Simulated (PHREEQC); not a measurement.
Solution (75 °C): 0.16 mol/kgw HF and 0.00039 mol/kgw NH4HF2. Closed to the air; pH follows from the charge balance.

Model: ion-association model, phreeqc.dat, run in PHREEQC.

| quantity | before | after |
|---|---|---|
| pH | 2.11 | 3.29 |
| ionic strength (mol/kgw) | 0.00887 | 0.000536 |
| HF (mol/kgw) | 0.148 | 0.00107 |
| F- (mol/kgw) | 0.00539 | 0.000533 |
| HF2- (mol/kgw) | 0.00347 | 2.48e-6 |

### Question
What was changed between the two runs?
A) diluted 100-fold with water
B) 0.065 mol/kgw (CH3)4NF added
C) NH4HF2 left out
D) HF left out
E) HF from 0.16 to 0.144 mol/kgw

### Answer
A, diluted 100-fold with water

No solid was allowed to form. Constants without temperature data keep their 25 °C values here.
